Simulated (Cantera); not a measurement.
A Cantera script and its output.

```python
import numpy as np
import cantera as ct

gas = ct.Solution("h2o2.yaml")
gas.TPX = 375, 13332, {'H2': 1, 'O2': 0.538, 'N2': 1.51, 'H2O': 0.82}
flame = ct.FreeFlame(gas, width=0.16)
flame.set_refine_criteria(ratio=3, slope=0.08, curve=0.16)
flame.transport_model = "mixture-averaged"
flame.solve(loglevel=0, auto=True)
z, T = flame.grid, flame.T
thick = (T[-1] - T[0]) / np.gradient(T, z).max()
show = ['H2', 'O2', 'H2O', 'H', 'H2O2', 'OH']
print(f"laminar burning velocity  {flame.velocity[0] * 100:.3f} cm/s")
print(f"burnt temperature         {T[-1]:.1f} K")
print(f"thermal thickness         {thick * 1e3:.4f} mm")
print(f"grid points               {len(z)}")
z0 = z[flame.heat_release_rate.argmax()]
print(f"{'z/mm':>9s}{'T/K':>9s}{'u/(m/s)':>9s}" + "".join(f"{s:>11s}" for s in show))
rows = []
for k in (-3, -2, -1.5, -1, -0.5, -0.25, 0, 0.25, 0.5, 1, 2, 4, 8):
    zz = z0 + k * thick
    rows.append([k * thick, np.interp(zz, z, T), np.interp(zz, z, flame.velocity),
                 *(np.interp(zz, z, flame.X[gas.species_index(s)]) for s in show)])
    print(f"{rows[-1][0] * 1e3:9.3f}{rows[-1][1]:9.1f}{rows[-1][2]:9.3f}" + "".join(f"{x:11.3e}" for x in rows[-1][3:]))
```

It prints:

```
laminar burning velocity  232.765 cm/s
burnt temperature         2113.1 K
thermal thickness         4.2595 mm
grid points               124
     z/mm      T/K  u/(m/s)         H2         O2        H2O          H       H2O2         OH
  -12.778    375.0    2.328  2.585e-01  1.391e-01  2.120e-01  1.804e-17 -2.381e-14  4.805e-17
   -8.519    375.0    2.328  2.585e-01  1.391e-01  2.120e-01  2.089e-15  2.824e-13  5.493e-15
   -6.389    375.0    2.328  2.585e-01  1.391e-01  2.120e-01  2.648e-14  5.438e-12  6.945e-14
   -4.259    375.0    2.327  2.584e-01  1.391e-01  2.120e-01  1.327e-12  3.455e-10  2.847e-12
   -2.130    377.2    2.334  2.557e-01  1.396e-01  2.129e-01  3.759e-07  7.986e-07  4.418e-07
   -1.065    494.9    2.999  2.339e-01  1.389e-01  2.259e-01  7.545e-04  3.645e-05  4.594e-04
    0.000    907.7    5.321  1.631e-01  1.177e-01  2.887e-01  1.639e-02  4.415e-06  9.996e-04
    1.065   1220.5    7.050  7.799e-02  6.819e-02  3.846e-01  4.030e-02  1.808e-06  4.472e-03
    2.130   1375.5    7.898  4.800e-02  4.432e-02  4.269e-01  4.318e-02  1.811e-06  8.076e-03
    4.259   1522.2    8.668  4.240e-02  3.662e-02  4.436e-01  3.364e-02  1.060e-06  1.090e-02
    8.519   1662.5    9.374  3.921e-02  3.211e-02  4.574e-01  2.306e-02  5.171e-07  1.261e-02
   17.038   1792.5   10.007  3.370e-02  2.757e-02  4.728e-01  1.446e-02  2.634e-07  1.317e-02
   34.076   1905.5   10.541  2.671e-02  2.331e-02  4.884e-01  8.240e-03  1.504e-07  1.250e-02
```

Cantera simulation using the H2/O2 subset of GRI-Mech 3.0, which has no nitrogen chemistry; the numbers are that mechanism's predictions, not measurements. Burning velocities carry a grid error of a few per cent, more on coarse grids.
